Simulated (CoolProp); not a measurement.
Aqueous ammonia as a coolant, at 19 °C, 1 atm.

The numbers come from the Melinder's fits for secondary coolants in CoolProp.

```
mass %  freezing point (°C)  viscosity (mPa s)  Prandtl number  density (kg/m³)  conductivity (W/(m K))
------  -------------------  -----------------  --------------  ---------------  ----------------------
3.8                    -4.5               1.12            8.22            982.1                   0.568
6                      -7.4               1.13            8.60            973.2                       …
8.2                   -10.7                  …            8.95            964.6                       …
10.3                  -14.1               1.17            9.34                …                   0.527
12.5                  -18.1               1.20            9.83            948.7                   0.514
14.6                  -22.4               1.24            10.3            941.4                   0.503
16.8                  -27.5               1.27            10.9            933.9                   0.491
18.9                  -33.2               1.30            11.3            926.9                   0.482
21.1                  -40.0               1.31            11.7                …                   0.473
23.2                      …               1.31            11.9            913.1                   0.465
25.4                  -57.4               1.30            12.0                …                   0.458
```

Problem. Fill in the missing entries.

Solution. 
- 6, conductivity (W/(m K)): 0.553
- 8.2, viscosity (mPa s): 1.15
- 8.2, conductivity (W/(m K)): 0.539
- 10.3, density (kg/m³): 956.7
- 21.1, density (kg/m³): 919.7
- 23.2, freezing point (°C): -47.8
- 25.4, density (kg/m³): 906.2
